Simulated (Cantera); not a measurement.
Input (Python, Cantera) and output of one run.

```python
import numpy as np
import cantera as ct

gas_names = """
    TiO CL
""".split()
cond_names = """
    Ti4O7(s) Ti4O7(L) TiCL3(s) TiCL4(L) Ti3O5(a) Ti3O5(b) Ti3O5(L)
""".split()


# ... load() reads the species with a 1 bar reference pressure and builds the phases ...
species = {s.name: s for s in load("nasa_gas.yaml", gas_names) + load("nasa_condensed.yaml", cond_names)}
# Each term lists the table entries of one substance; the one whose range holds T is used.
reactions = {
    'Ti4O7 + 3 TiCl3 = 7 TiO(g) + 9 Cl(g)':
        [(-1, ['Ti4O7(s)', 'Ti4O7(L)']), (-3, ['TiCL3(s)']), (7, ['TiO']), (9, ['CL'])],
    '5 Ti4O7 + TiCl4 = 7 Ti3O5 + 4 Cl(g)':
        [(-5, ['Ti4O7(s)', 'Ti4O7(L)']), (-1, ['TiCL4(L)']), (7, ['Ti3O5(a)', 'Ti3O5(b)', 'Ti3O5(L)']), (4, ['CL'])],
}


def pick(names, T):
    return next(species[n] for n in names if species[n].thermo.min_temp <= T <= species[n].thermo.max_temp)


results = []
for label, terms in reactions.items():
    print(label)
    print("     T/K   dH/kJ  dS/(J/K)   dG/kJ   log10 K")
    for T in [300, 350, 375, 400, 425, 450, 475, 500, 525, 550]:
        used = [(nu, pick(names, T)) for nu, names in terms]
        dH = sum(nu * s.thermo.h(T) for nu, s in used) / 1e6
        dS = sum(nu * s.thermo.s(T) for nu, s in used) / 1e3
        dG = dH - T * dS / 1e3
        logK = -dG * 1e6 / (ct.gas_constant * T * np.log(10))
        results.append((label, T, dH, dS, dG, logK, [s.name for _, s in used]))
        print(f"{T:8g} {dH:8.1f} {dS:8.1f} {dG:8.1f} {logK:8.2f}")
```

Result:

```
Ti4O7 + 3 TiCl3 = 7 TiO(g) + 9 Cl(g)
     T/K   dH/kJ  dS/(J/K)   dG/kJ   log10 K
     300   7042.2   2502.5   6291.4 -1095.41
     350   7038.0   2489.8   6166.6  -920.30
     375   7035.8   2483.6   6104.4  -850.29
     400   7033.4   2477.5   6042.4  -789.04
     425   7031.0   2471.5   5980.6  -735.03
     450   7028.4   2465.7   5918.8  -687.03
     475   7025.8   2460.0   5857.3  -644.10
     500   7023.1   2454.5   5795.8  -605.48
     525   7020.3   2449.1   5734.6  -570.55
     550   7017.5   2443.8   5673.4  -538.80
5 Ti4O7 + TiCl4 = 7 Ti3O5 + 4 Cl(g)
     T/K   dH/kJ  dS/(J/K)   dG/kJ   log10 K
     300   1097.9    319.9   1001.9  -174.44
     350   1097.8    319.7    985.9  -147.14
     375   1098.2    320.8    977.9  -136.21
     400   1098.8    322.2    969.9  -126.65
     425   1099.4    323.7    961.8  -118.21
     450   1100.0    325.1    953.7  -110.70
     475   1191.7    529.0    940.4  -103.41
     500   1190.3    526.1    927.2   -96.87
     525   1188.6    522.8    914.1   -90.95
     550   1186.7    519.3    901.1   -85.58
```

Standard-state values (1 bar) from the NASA 1993 polynomials, evaluated with Cantera. Condensed species are held in their standard states even where they would react or evaporate.
